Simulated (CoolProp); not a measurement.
R227EA along the isotherm 89.15 °C: Z from the reference equation and from simpler models built on Tc = 101.8 °C, pc = 2.925 MPa, ω = 0.358; each cubic takes its own stable root.

Computed with CoolProp (reference Helmholtz-energy equation of state, Lemmon 2016).

| p (MPa) | phase | reference |
|---|---|---|
| 0.113 | gas | 0.9849 |
| 0.225 | gas | 0.9695 |
| 0.338 | gas | 0.9537 |
| 0.45 | gas | 0.9377 |
| 0.563 | gas | 0.9211 |
| 0.675 | gas | 0.9042 |
| 0.788 | gas | 0.8867 |
| 0.9 | gas | 0.8687 |
| 1.01 | gas | 0.8505 |
| 1.13 | gas | 0.8298 |
| 1.24 | gas | 0.8100 |
| 1.35 | gas | 0.7893 |
| 1.46 | gas | 0.7675 |

Question: How far does each simpler model (Pitzer virial, van der Waals, Redlich-Kwong, Soave-Redlich-Kwong, Peng-Robinson) lie from the reference over these 13 states: mean and median of the absolute difference, and the worst?

Answer: 
- Pitzer virial: mean 1.3 %, median 0.7 %, worst +4.5 % at 89.15 °C and 1.46 MPa
- van der Waals: mean 2.4 %, median 2.1 %, worst +5.2 % at 89.15 °C and 1.46 MPa
- Redlich-Kwong: mean 0.6 %, median 0.5 %, worst +1.5 % at 89.15 °C and 1.46 MPa
- Soave-Redlich-Kwong: mean 0.2 %, median 0.2 %, worst +0.6 % at 89.15 °C and 1.46 MPa
- Peng-Robinson: mean 1.0 %, median 1.0 %, worst -1.8 % at 89.15 °C and 1.46 MPa
